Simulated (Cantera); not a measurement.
Feed: 1 mol SiHCl3, 4.1 mol NH3, held at 1298.15 K and 100 Torr.

Equilibrium computed with Cantera from the NASA thermochemical tables; the gas is ideal and each condensed phase is pure. Candidate condensed phases: NH4Cl, Si, Si3N4; 28 gas species. The tables' values for SiCl3 are old estimates; treat these amounts as uncertain. Equilibrium is a limit: real reactors are often held back by kinetics, nucleation or transport.

Base state: H2 0.553, HCl 0.291, N2 0.150, SiCl4 0.00520, SiCl3 0.000541, SiHCl3 0.000447, SiCl2 0.000336 (mole fractions); condensed: Si3N4(s).

**Question.** What changes in the equilibrium state with this change: pressure from 100 Torr to 0.0495 Torr?

**Answer.** 
| species | before | after |
|---|---|---|
| H2 | 0.553 | 0.563 |
| HCl | 0.291 | 0.238 |
| N2 | 0.150 | 0.165 |
| SiCl2 | 0.000336 | 0.0331 |
| H | 2.19e-6 | 9.92e-5 |
| Cl | 9.71e-7 | 3.54e-5 |
| Si3N4(s), mol | 0.313 | 0.222 |

**Question.** What changes in the equilibrium state with this change: temperature from 1298.15 K to 1875 K?

**Answer.** 
```csv
species,before,after
H2,0.553,0.587
N2,0.150,0.201
HCl,0.291,0.129
SiCl2,0.000336,0.0794
SiCl,<1e-9,0.000236
Si,<1e-9,6.79e-5
SiH2,<1e-9,2.92e-5
"Si3N4(s), mol",0.313,0
"Si(l), mol",0,0.167
```
The tables' values for SiCl3, SiCl are old estimates; treat these amounts as uncertain. Gases not in the tables: Si2H6 and higher silanes.
